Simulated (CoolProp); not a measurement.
n-decane at several states: Z from the reference equation and from simpler models built on Tc = 344.5 °C, pc = 2101 kPa, ω = 0.488; each cubic takes its own stable root.

Model: reference Helmholtz-energy equation of state, Lemmon 2006, in CoolProp. It is a short technical equation, of lower accuracy than the large ones.

```json
[
 {"T (°C)": "106.85", "p (kPa)": "1390", "phase": "liquid", "reference": "0.09432"},
 {"T (°C)": "5.55", "p (kPa)": "2650", "phase": "liquid", "reference": "0.2189"},
 {"T (°C)": "316.25", "p (kPa)": "45.5", "phase": "gas", "reference": "0.9907"},
 {"T (°C)": "94.65", "p (kPa)": "214", "phase": "liquid", "reference": "0.01482"},
 {"T (°C)": "250.15", "p (kPa)": "3140", "phase": "liquid", "reference": "0.1909"}
]
```

Q: How far does each simpler model (van der Waals, Redlich-Kwong, Soave-Redlich-Kwong, Peng-Robinson) lie from the reference over these 5 states: mean and median of the absolute difference, and the worst?

A: 
- van der Waals: mean 66.4 %, median 84.2 %, worst +87.2 % at 5.55 °C and 2650 kPa
- Redlich-Kwong: mean 21.4 %, median 26.6 %, worst +27.6 % at 250.15 °C and 3140 kPa
- Soave-Redlich-Kwong: mean 16.0 %, median 19.4 %, worst +22.4 % at 5.55 °C and 2650 kPa
- Peng-Robinson: mean 5.3 %, median 5.7 %, worst +9.2 % at 5.55 °C and 2650 kPa
